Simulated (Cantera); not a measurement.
A closed system holds: 1 mol Si3N4, 0.038 mol H2O, 8.1 mol N2, equilibrated at 1250 °C and 6.50 Pa.

Method: chemical equilibrium by Gibbs-energy minimisation in Cantera with the NASA 1993 tables (ideal gas, pure condensed phases). Candidate condensed phases: H2O, Si, SiO2, Si2N2O, Si3N4; 35 gas species. Equilibrium is a limit: real reactors are often held back by kinetics, nucleation or transport.

Base state: N2 0.992, SiO 0.00373, H2 0.00365, Si 0.000278, H 0.000173 (mole fractions); condensed: Si(s).

### Question
What changes in the equilibrium state with this change: pressure from 6.50 Pa to 6700 Pa?

### Answer
| species | before | after |
|---|---|---|
| N2 | 0.992 | 0.995 |
| H2 | 0.00365 | 0.00466 |
| H | 0.000173 | 6.11e-6 |
| SiO | 0.00373 | 2.33e-6 |
| Si | 0.000278 | 2.90e-9 |
| Si(s), mol | 2.96 | 0 |
| Si2N2O(s), mol | 0 | 0.0380 |
| Si3N4(s), mol | 0 | 0.975 |
Mutual solubility and eutectic melting of coexisting phases are not modelled.
